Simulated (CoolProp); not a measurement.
Normal hydrogen at 293.15 K and 1.37 MPa flows at 16 m/s in a round tube of 1 mm bore and 0.25 µm roughness, fully developed (64/Re and Nu = 3.66 if laminar; Colebrook and Gnielinski if turbulent). Each further row changes one setting.

Values from CoolProp's reference Helmholtz-energy equation of state, Leachman 2009.

```tsv
case	Reynolds number	Darcy friction factor	pressure drop (Pa/m)	heat-transfer coefficient (W/(m² K))	mass flow (kg/h)
as stated	2040	(withheld)	4510	(withheld)	(withheld)
velocity 32 m/s	4080	0.0399	(withheld)	(withheld)	(withheld)
diameter 2 mm	4080	(withheld)	2860	1210	0.203
```

Question: Some entries are withheld; supply them.

Answer: 
- as stated, Darcy friction factor: 0.0313
- as stated, heat-transfer coefficient (W/(m² K)): 677
- as stated, mass flow (kg/h): 0.0508
- velocity 32 m/s, pressure drop (Pa/m): 23000
- velocity 32 m/s, heat-transfer coefficient (W/(m² K)): 2430
- velocity 32 m/s, mass flow (kg/h): 0.102
- diameter 2 mm, Darcy friction factor: 0.0398

Viscosity comes from a separate model (Muzny 2013). Thermal conductivity comes from a separate model (Assael 2011).
